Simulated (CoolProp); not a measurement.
The fluid at 298.15 K and 0.656 MPa is throttled through a valve to 0.0682 MPa with no heat exchange. The same conditions are run with several fluids, on thermodynamics alone (safety and materials aside).

Values from CoolProp's reference Helmholtz-energy equation of state of each fluid (propane: Lemmon 2009; dry air: Lemmon 2000; R404A: Lemmon 2003; fluorine: de Reuck 1990; carbon monoxide: Lemmon 2006). Blends and air are pseudo-pure fits.

Question: Rank propane, dry air, R404A, fluorine, carbon monoxide by temperature change (K), highest first.

Answer: fluorine (-1.1), dry air (-1.3), carbon monoxide (-1.5), R404A (-11.2), propane (-11.3)

```csv
fluid,final density (kg/m³)
propane,1.28
dry air,0.801
R404A,2.83
fluorine,1.05
carbon monoxide,0.775
```
